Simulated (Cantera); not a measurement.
Cantera run:

```python
import numpy as np
import cantera as ct

gas_names = [...]  # 95 gases of nasa_gas.yaml made of C, F, H
cond_names = """
    C(gr) C6H6(L) C7H8(L) C8H18(L),n-octa
""".split()


# ... load() reads the species with a 1 bar reference pressure and builds the phases ...
atoms = {
    'CH3F': {'C': 1, 'H': 3, 'F': 1},
    'H2': {'H': 2},
    'F2': {'F': 2},
}
top_T = {'C(gr)': 4500}  # K; cautious upper limits of use, not melting points


# ... equilibrate(T, P, feed) seeds the gas with the atoms and calls Mixture.equilibrate('TP', solver="vcs", rtol=1e-11, max_steps=5000) ...
results = []
feed = {'CH3F': 1, 'H2': 0.27, 'F2': 2.4}  # mol
P = 2.2  # Pa
for T in [1375, 1400, 1425, 1450, 1475, 1500, 1525]:
    mix = equilibrate(T, P, feed)
    results.append((T, P, feed, dict(zip(mix.species_names, mix.species_moles))))

top = {s: max(r[3][s] / sum(r[3][g] for g in gas_names) for r in results) for s in gas_names}
cols = sorted((s for s in top if top[s] > 0.001), key=lambda s: -top[s])[:6]
seen = [c for c in cond_names if any(r[3].get(c, 0) > 1e-12 for r in results)]
print("log10 of partial pressures in bar; condensed amounts in mol")
print(f"{'T/K':>10s}" + "".join(f"{s[:9]:>10s}" for s in cols + seen))
for T, P, feed, n in results:
    ng = sum(n[g] for g in gas_names)
    print(f"{T:10.4g}" + "".join(f"{np.log10(max(n[s] / ng * P / 1e5, 1e-99)):10.3f}" for s in cols)
          + "".join(f"{n.get(c, 0):10.4g}" for c in seen))
```

Result:

```
log10 of partial pressures in bar; condensed amounts in mol
       T/K        HF       CF4         F       CF2     C(gr)
      1375    -4.722    -5.520    -8.087    -8.015    0.4345
      1400    -4.722    -5.521    -7.872    -7.825    0.4342
      1425    -4.722    -5.522    -7.666    -7.643    0.4338
      1450    -4.723    -5.524    -7.466    -7.467    0.4333
      1475    -4.723    -5.526    -7.273    -7.297    0.4327
      1500    -4.724    -5.529    -7.087    -7.134    0.4318
      1525    -4.725    -5.534    -6.908    -6.977    0.4308
```

These are equilibrium values from Cantera (NASA tables, ideal gas, pure condensed phases), not measurements of a reactor. Gases not in the tables: C2F6 and larger saturated fluorocarbons.
